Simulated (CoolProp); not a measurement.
Aqueous lithium chloride as a coolant, 23 % by mass, freezing at -58.3 °C, 1 atm.

Computed with CoolProp (Melinder's fits for secondary coolants).

```tsv
T (°C)	conductivity (W/(m K))	density (kg/m³)	viscosity (mPa s)	Prandtl number
-43.1	0.461	1147	28.6	171
-34.8	0.472	1146	17.8	106
-26.6	0.484	1145	11.7	69.4
-18.3	0.495	1143	8.06	47.6
-10	0.506	1142	5.80	34.1
-1.7	0.517	1140	4.34	25.5
6.5	0.528	1138	3.39	19.8
14.8	0.539	1136	2.73	15.9
23.1	0.550	1133	2.26	13.1
31.3	0.561	1130	1.93	11.2
```
